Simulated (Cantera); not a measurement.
Input (Python, Cantera) and output of one run.

```python
import numpy as np
import cantera as ct

gas_names = """
    C CN CO CO2 C2 CCN CNC C2N2 C2O C3 C3O2 C4 C4N2 C5 Fe FeC5O5 FeO N NCO NO NO2 NO3 N2 N2O O O2 O3
""".split()
cond_names = """
    C(gr) Fe(a) Fe(c) Fe(d) Fe(L) FeC5O5(L) FeO(s) FeO(L) Fe2O3(s) Fe3O4(s)
""".split()


# ... load() reads the species with a 1 bar reference pressure and builds the phases ...
atoms = {
    'Fe(CO)5': {'Fe': 1, 'C': 5, 'O': 5},
    'O2': {'O': 2},
    'N2': {'N': 2},
}
top_T = {'C(gr)': 4500, 'Fe2O3(s)': 1830, 'Fe3O4(s)': 1870}  # K; cautious upper limits of use, not melting points


# ... equilibrate(T, P, feed) seeds the gas with the atoms and calls Mixture.equilibrate('TP', solver="vcs", rtol=1e-11, max_steps=5000) ...
results = []
feed = {'Fe(CO)5': 1, 'O2': 0.31, 'N2': 7.8}  # mol
T = 1023  # K
P = 13332.2  # Pa
mix = equilibrate(T, P, feed)
results.append((T, P, feed, dict(zip(mix.species_names, mix.species_moles))))
print(gas.report(threshold=0.001))
for i in range(1, mix.n_phases):
    print(f"{mix.phase(i).name:16s} {mix.phase_moles(i):12.5e} mol")
```

It prints:

```
       temperature   1023 K
          pressure   13332 Pa
           density   0.045123 kg/m^3
  mean mol. weight   28.787 kg/kmol
   phase of matter   gas

                          1 kg             1 kmol
                     ---------------   ---------------
          enthalpy       -1.1804e+06       -3.3982e+07  J
   internal energy       -1.4759e+06       -4.2487e+07  J
           entropy            8915.4        2.5665e+05  J/K
    Gibbs function       -1.0301e+07       -2.9654e+08  J
 heat capacity c_p            1181.7             34017  J/K
 heat capacity c_v            892.85             25703  J/K

                      mass frac. Y      mole frac. X     chem. pot. / RT
                     ---------------   ---------------   ---------------
                CO           0.33295           0.34219           -41.742
               CO2          0.074049          0.048437           -79.769
                N2             0.593           0.60937           -27.431
     [  +24 minor]        6.5734e-13        3.4061e-13

C(gr)             0.00000e+00 mol
Fe(a)             1.00000e+00 mol
FeC5O5(L)         0.00000e+00 mol
FeO(s)            0.00000e+00 mol
Fe2O3(s)          0.00000e+00 mol
Fe3O4(s)          0.00000e+00 mol
```

These are equilibrium values from Cantera (NASA tables, ideal gas, pure condensed phases), not measurements of a reactor.
